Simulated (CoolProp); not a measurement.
Computed with CoolProp (reference Helmholtz-energy equation of state, Colonna 2008). It is a short technical equation, of lower accuracy than the large ones.

**Question.** For dodecamethylcyclohexasiloxane (D6), give the phase and the speed of sound (m/s), Joule-Thomson coefficient (K/MPa), isothermal compressibility (1/MPa), expansivity (1/kK) at 546.4 K and 1.43 MPa; 574 K and 1.43 MPa; 601.6 K and 1.43 MPa.

**Answer.** 
- 546.4 K and 1.43 MPa: liquid; speed of sound 296, Joule-Thomson coefficient 0.140, isothermal compressibility 0.0187, expansivity 2.19
- 574 K and 1.43 MPa: liquid; speed of sound 250, Joule-Thomson coefficient 0.397, isothermal compressibility 0.0283, expansivity 2.68
- 601.6 K and 1.43 MPa: liquid; speed of sound 200, Joule-Thomson coefficient 0.876, isothermal compressibility 0.0486, expansivity 3.55
